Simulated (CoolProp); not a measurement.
The numbers come from the reference Helmholtz-energy equation of state, Zhou 2011 in CoolProp.

Q: Give the vapour pressure (MPa), liquid density (kg/m³), vapour density (kg/m³), enthalpy of vaporisation (kJ/kg) of saturated dimethyl carbonate at 239.35 °C.

A: 
```csv
T (°C),p (MPa),liquid density (kg/m³),vapour density (kg/m³),enthalpy of vaporisation (kJ/kg)
239.35,2.56,702,79.2,225
```
